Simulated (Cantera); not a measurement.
A closed system holds: 1 mol CS2, 1.1 mol H2, 3 mol N2, at 2448 K and 1800000 Pa.

Cantera equilibrium calculation (NASA polynomials, part measured and part estimated; ideal gas, pure solids and liquids). Equilibrium is a limit: real reactors are often held back by kinetics, nucleation or transport.

```tsv
species	before	after
N2	0.572	0.460
H	0.00192	0.166
CS	0.0446	0.151
S	0.00148	0.119
CS2	0.119	0.00215
H2S	0.0277	7.36e-5
HCN	0.0191	0.000510
S2	0.0322	0.0138
SH	0.0118	0.00543
H2	0.167	0.0829
CH4	8.18e-5	<1e-9
NH3	1.02e-5	<1e-9
CH3	1.71e-5	2.06e-9
C2H2 (acetylene)	0.00144	1.27e-6
C2N2	3.23e-5	4.60e-8
HNC	0.00211	5.62e-5
C(graphite), mol	0.0308	0
```
Gas species are given as mole fractions.

**Question.** What was changed between the two runs?
A. pressure from 1800000 Pa to 8100 Pa
B. H2 from 1.1 to 5.6 mol
C. temperature from 2448 K to 1200 K
D. pressure from 1800000 Pa to 120 Pa

**Answer.** D, pressure from 1800000 Pa to 120 Pa
